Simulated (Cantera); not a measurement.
**Ignition delay**

Mixture: 5.56 % C₃H₈, 19.9 % O₂, 74.6 % N₂, equivalence ratio 1.4, at 0.370 bar, adiabatic and at constant volume. Ignition delay is the time to a rise of 400 K.

Model: GRI-Mech 3.0 (53 species, 325 reactions), integrated in Cantera. GRI-Mech 3.0 was tuned for natural gas; its chemistry of propane as a main component is partial and can be far from experiment.

| T0 (K) | delay (ms) |
|---|---|
| 1048 | 315 |
| 1123 | 49.4 |
| 1198 | 9.46 |
| 1273 | 2.33 |
| 1348 | 0.740 |
| 1423 | 0.295 |
| 1498 | 0.142 |
| 1573 | 0.0798 |

```
Item                                                    Result
--------------------------------------------------  ----------
apparent activation energy between 1423 and 1573 K  160 kJ/mol
```
